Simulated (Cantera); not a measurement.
Input (Python, Cantera) and output of one run.

```python
import numpy as np
import cantera as ct

gas_names = [...]  # 77 gases of nasa_gas.yaml made of C, H, Ti
cond_names = """
    C(gr) C6H6(L) C7H8(L) C8H18(L),n-octa Ti(a) Ti(b) Ti(L) TiC(s) TiC(L)
""".split()


# ... load() reads the species with a 1 bar reference pressure and builds the phases ...
atoms = {
    'Ti': {'Ti': 1},
    'C3H8': {'C': 3, 'H': 8},
    'H2': {'H': 2},
}
top_T = {'C(gr)': 4500}  # K; cautious upper limits of use, not melting points


# ... equilibrate(T, P, feed) seeds the gas with the atoms and calls Mixture.equilibrate('TP', solver="vcs", rtol=1e-11, max_steps=5000) ...
results = []
P = 3500  # Pa
for T in [1073, 1148, 1223, 1298, 1373, 1448, 1523, 1598, 1673, 1748, 1823, 1898, 1973, 2048]:
    for m in [0.088, 0.11, 0.13, 0.17, 0.2, 0.25, 0.31, 0.39]:
        feed = {'Ti': 1, 'C3H8': m, 'H2': 270}  # mol
        mix = equilibrate(T, P, feed)
        results.append((T, P, feed, dict(zip(mix.species_names, mix.species_moles))))

for T, P, feed, n in results:
    print(f"{T:7g} {feed['C3H8']:10.4g}  " + (" + ".join(c for c in cond_names if n.get(c, 0) > 1e-12) or "gas only"))
```

It prints:

```
   1073      0.088  Ti(a) + TiC(s)
   1073       0.11  Ti(a) + TiC(s)
   1073       0.13  Ti(a) + TiC(s)
   1073       0.17  Ti(a) + TiC(s)
   1073        0.2  Ti(a) + TiC(s)
   1073       0.25  Ti(a) + TiC(s)
   1073       0.31  Ti(a) + TiC(s)
   1073       0.39  TiC(s)
   1148      0.088  Ti(a) + TiC(s)
   1148       0.11  Ti(a) + TiC(s)
   1148       0.13  Ti(a) + TiC(s)
   1148       0.17  Ti(a) + TiC(s)
   1148        0.2  Ti(a) + TiC(s)
   1148       0.25  Ti(a) + TiC(s)
   1148       0.31  Ti(a) + TiC(s)
   1148       0.39  TiC(s)
   1223      0.088  Ti(b) + TiC(s)
   1223       0.11  Ti(b) + TiC(s)
   1223       0.13  Ti(b) + TiC(s)
   1223       0.17  Ti(b) + TiC(s)
   1223        0.2  Ti(b) + TiC(s)
   1223       0.25  Ti(b) + TiC(s)
   1223       0.31  Ti(b) + TiC(s)
   1223       0.39  C(gr) + TiC(s)
   1298      0.088  Ti(b) + TiC(s)
   1298       0.11  Ti(b) + TiC(s)
   1298       0.13  Ti(b) + TiC(s)
   1298       0.17  Ti(b) + TiC(s)
   1298        0.2  Ti(b) + TiC(s)
   1298       0.25  Ti(b) + TiC(s)
   1298       0.31  Ti(b) + TiC(s)
   1298       0.39  C(gr) + TiC(s)
   1373      0.088  Ti(b) + TiC(s)
   1373       0.11  Ti(b) + TiC(s)
   1373       0.13  Ti(b) + TiC(s)
   1373       0.17  Ti(b) + TiC(s)
   1373        0.2  Ti(b) + TiC(s)
   1373       0.25  Ti(b) + TiC(s)
   1373       0.31  Ti(b) + TiC(s)
   1373       0.39  C(gr) + TiC(s)
   1448      0.088  Ti(b) + TiC(s)
   1448       0.11  Ti(b) + TiC(s)
   1448       0.13  Ti(b) + TiC(s)
   1448       0.17  Ti(b) + TiC(s)
   1448        0.2  Ti(b) + TiC(s)
   1448       0.25  Ti(b) + TiC(s)
   1448       0.31  Ti(b) + TiC(s)
   1448       0.39  C(gr) + TiC(s)
   1523      0.088  Ti(b) + TiC(s)
   1523       0.11  Ti(b) + TiC(s)
   1523       0.13  Ti(b) + TiC(s)
   1523       0.17  Ti(b) + TiC(s)
   1523        0.2  Ti(b) + TiC(s)
   1523       0.25  Ti(b) + TiC(s)
   1523       0.31  Ti(b) + TiC(s)
   1523       0.39  C(gr) + TiC(s)
   1598      0.088  Ti(b) + TiC(s)
   1598       0.11  Ti(b) + TiC(s)
   1598       0.13  Ti(b) + TiC(s)
   1598       0.17  Ti(b) + TiC(s)
   1598        0.2  Ti(b) + TiC(s)
   1598       0.25  Ti(b) + TiC(s)
   1598       0.31  Ti(b) + TiC(s)
   1598       0.39  C(gr) + TiC(s)
   1673      0.088  Ti(b) + TiC(s)
   1673       0.11  Ti(b) + TiC(s)
   1673       0.13  Ti(b) + TiC(s)
   1673       0.17  Ti(b) + TiC(s)
   1673        0.2  Ti(b) + TiC(s)
   1673       0.25  Ti(b) + TiC(s)
   1673       0.31  Ti(b) + TiC(s)
   1673       0.39  C(gr) + TiC(s)
   1748      0.088  Ti(b) + TiC(s)
   1748       0.11  Ti(b) + TiC(s)
   1748       0.13  Ti(b) + TiC(s)
   1748       0.17  Ti(b) + TiC(s)
   1748        0.2  Ti(b) + TiC(s)
   1748       0.25  Ti(b) + TiC(s)
   1748       0.31  Ti(b) + TiC(s)
   1748       0.39  C(gr) + TiC(s)
   1823      0.088  Ti(b) + TiC(s)
   1823       0.11  Ti(b) + TiC(s)
   1823       0.13  Ti(b) + TiC(s)
   1823       0.17  Ti(b) + TiC(s)
   1823        0.2  Ti(b) + TiC(s)
   1823       0.25  Ti(b) + TiC(s)
   1823       0.31  Ti(b) + TiC(s)
   1823       0.39  C(gr) + TiC(s)
   1898      0.088  Ti(b) + TiC(s)
   1898       0.11  Ti(b) + TiC(s)
   1898       0.13  Ti(b) + TiC(s)
   1898       0.17  Ti(b) + TiC(s)
   1898        0.2  Ti(b) + TiC(s)
   1898       0.25  Ti(b) + TiC(s)
   1898       0.31  Ti(b) + TiC(s)
   1898       0.39  TiC(s)
   1973      0.088  Ti(L) + TiC(s)
   1973       0.11  Ti(L) + TiC(s)
   1973       0.13  Ti(L) + TiC(s)
   1973       0.17  Ti(L) + TiC(s)
   1973        0.2  Ti(L) + TiC(s)
   1973       0.25  Ti(L) + TiC(s)
   1973       0.31  Ti(L) + TiC(s)
   1973       0.39  TiC(s)
   2048      0.088  Ti(L) + TiC(s)
   2048       0.11  Ti(L) + TiC(s)
   2048       0.13  Ti(L) + TiC(s)
   2048       0.17  Ti(L) + TiC(s)
   2048        0.2  Ti(L) + TiC(s)
   2048       0.25  Ti(L) + TiC(s)
   2048       0.31  TiC(s)
   2048       0.39  TiC(s)
```

Cantera equilibrium calculation (NASA polynomials, part measured and part estimated; ideal gas, pure solids and liquids). Mutual solubility and eutectic melting of coexisting phases are not modelled. TiC: taken at fixed stoichiometry. Condensed phases not in the tables: N, O or C dissolved in the metal.
